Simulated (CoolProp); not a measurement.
Octamethylcyclotetrasiloxane (D4) along the isotherm 188.05 °C: fugacity coefficient from the reference equation and from simpler models built on Tc = 313.4 °C, pc = 13.47 bar, ω = 0.598; each cubic takes its own stable root.

The numbers come from the reference Helmholtz-energy equation of state, Thol 2015 in CoolProp.

```csv
p (bar),phase,reference,van der Waals,Soave-Redlich-Kwong,Peng-Robinson
0.0639,gas,0.9959,0.9975,0.9962,0.9959
0.0938,gas,0.9940,0.9964,0.9944,0.9941
0.138,gas,0.9912,0.9946,0.9917,0.9913
0.202,gas,0.9871,0.9922,0.9879,0.9872
0.297,gas,0.9811,0.9885,0.9822,0.9812
0.435,gas,0.9723,0.9831,0.9739,0.9725
0.639,gas,0.9593,0.9752,0.9617,0.9596
0.938,gas,…,0.9636,0.9438,0.9409
2.02,liquid,0.6234,0.9217,0.6314,0.6272
2.97,liquid,0.4282,0.8847,0.4342,0.4307
4.35,liquid,0.2966,0.8303,0.3011,0.2982
6.39,liquid,0.2062,0.6249,0.2098,0.2072
9.38,liquid,0.1448,…,0.1479,0.1454
13.8,liquid,…,0.3294,0.1056,0.1033
20.2,liquid,0.07513,0.2509,0.07752,0.07519
```

### Question
Fill in the missing entries.

### Answer

- 0.938, reference: 0.9402
- 9.38, van der Waals: 0.4488
- 13.8, reference: 0.1030

At some of these states van der Waals gives the other phase, because its saturation line lies elsewhere.
